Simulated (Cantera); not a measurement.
Cantera run, input and output.

```python
import numpy as np
import cantera as ct

gas = ct.Solution("gri30.yaml")
gas.TPX = 1698, 1000000, {'CH4': 1.7, 'H2O': 2.8}
reactor = ct.IdealGasConstPressureReactor(gas, energy="off", clone=False)
net = ct.ReactorNet([reactor])
net.rtol, net.atol = 1e-08, 1e-18
show = ['CH4', 'H2O', 'O2', 'H', 'C2H6']
times = np.geomspace(4e-05, 100, 13)

steps = ct.SolutionArray(gas, extra=["t"])
rows = []
print(f"{'t/s':>10s}{'T/K':>9s}{'P/Pa':>11s}" + "".join(f"{s:>11s}" for s in show))
for t in times:
    while net.time < t:
        t_next = net.step()
        steps.append(gas.state, t=t_next)
    rows.append([np.interp(t, steps.t, y) for y in (steps.T, steps.P, *steps(*show).X.T)])
    print(f"{t:10.3e}{rows[-1][0]:9.1f}{rows[-1][1]:11.4g}" + "".join(f"{x:11.3e}" for x in rows[-1][2:]))
rate = np.gradient(steps.T, steps.t)
print("integrator steps:", len(steps.t))
if steps.T.max() > steps.T[0] + 200:
    print(f"time of steepest temperature rise: {steps.t[rate.argmax()]:.4e} s")
gas.TPX = 1698, 1000000, {'CH4': 1.7, 'H2O': 2.8}
gas.equilibrate("TP")
print(f"equilibrium (TP): T = {gas.T:.1f} K  " + "  ".join(f"{s} {gas[s].X[0]:.3e}" for s in show))
```

Result:

```
       t/s      T/K       P/Pa        CH4        H2O         O2          H       C2H6
 4.000e-05   1698.0      1e+06  3.723e-01  6.216e-01  1.214e-11  1.009e-06  1.561e-03
 1.365e-04   1698.0      1e+06  3.563e-01  6.175e-01  8.688e-11  2.771e-06  3.116e-03
 4.660e-04   1698.0      1e+06  3.076e-01  5.966e-01  2.254e-10  7.271e-06  1.987e-03
 1.591e-03   1698.0      1e+06  2.217e-01  5.521e-01  1.098e-10  1.425e-05  7.299e-04
 5.429e-03   1698.0      1e+06  1.296e-01  4.990e-01  4.373e-11  2.185e-05  2.296e-04
 1.853e-02   1698.0      1e+06  8.473e-02  4.401e-01  2.679e-11  2.754e-05  1.238e-04
 6.325e-02   1698.0      1e+06  8.094e-02  3.579e-01  1.560e-11  3.002e-05  1.006e-04
 2.159e-01   1698.0      1e+06  6.679e-02  2.616e-01  7.670e-12  3.274e-05  5.751e-05
 7.368e-01   1698.0      1e+06  3.886e-02  1.861e-01  3.613e-12  3.514e-05  1.702e-05
 2.515e+00   1698.0      1e+06  1.264e-02  1.436e-01  1.970e-12  3.666e-05  1.666e-06
 8.584e+00   1698.0      1e+06  9.688e-04  1.288e-01  1.510e-12  3.724e-05  9.515e-09
 2.930e+01   1698.0      1e+06  2.245e-05  1.277e-01  1.481e-12  3.733e-05  5.175e-12
 1.000e+02   1698.0      1e+06  2.213e-05  1.277e-01  1.481e-12  3.733e-05  5.031e-12
integrator steps: 2265
equilibrium (TP): T = 1698.0 K  CH4 2.387e-05  H2O 1.277e-01  O2 1.481e-12  H 3.733e-05  C2H6 5.845e-12
```

Computed with Cantera and GRI-Mech 3.0 (53 species, 325 reactions).
